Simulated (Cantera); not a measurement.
## Ammonia decomposition in nitride growth gas

An isothermal, constant-pressure homogeneous reactor starts with NH₃ : H₂ = 1 : 0.41 (molar parts), at 2350 K and 1.00 bar.

Detailed kinetics in Cantera: the gas-phase N/H chemistry of the illustrative SiF4/NH3 mechanism in the Surface Chemkin manual (1991). Walls and surfaces, which speed up NH3 decomposition in real reactors, are not modelled.

```
t (s)        x NH₃   x H₂    x N₂H₄     x N₂      x NH       x H      x N
--------  --------  -----  --------  -------  --------  --------  -------
2.00e-5      0.699  0.295   6.74e-7  0.00132  0.000104  0.000540  5.56e-6
5.40e-5      0.678  0.310   7.18e-7  0.00733  0.000115  0.000602  6.58e-6
0.000146     0.625  0.347   6.32e-7   0.0227  0.000115  0.000683  6.96e-6
0.000394     0.509  0.429   4.64e-7   0.0569  0.000111  0.000885  7.65e-6
0.00106      0.311  0.570   2.29e-7    0.115   9.89e-5   0.00135  8.57e-6
0.00287      0.101  0.718   4.89e-8    0.177   7.06e-5   0.00242  9.35e-6
0.00775    0.00563  0.782   1.01e-9    0.205   2.72e-5   0.00673  9.59e-6
0.0209    0.000150  0.782  1.94e-12    0.206   1.99e-6    0.0111  1.16e-6
0.0565     3.58e-5  0.783    <1e-12    0.206   4.76e-7    0.0111  2.79e-7
0.152      1.21e-5  0.783    <1e-12    0.206   1.61e-7    0.0111  9.39e-8
0.412      5.28e-6  0.783    <1e-12    0.206   7.02e-8    0.0111  4.11e-8
1.11       3.92e-6  0.783    <1e-12    0.206   5.22e-8    0.0111  3.05e-8
3.00       3.87e-6  0.783    <1e-12    0.206   5.16e-8    0.0111  3.02e-8
```
x: mole fraction; the columns are a selection and need not sum to one.

Equilibrium at this temperature and pressure: NH₃ 3.87e-6, H₂ 0.783, N₂H₄ <1e-12, N₂ 0.206, NH 5.16e-8, H 0.0111, N 3.02e-8 (gas phase only).
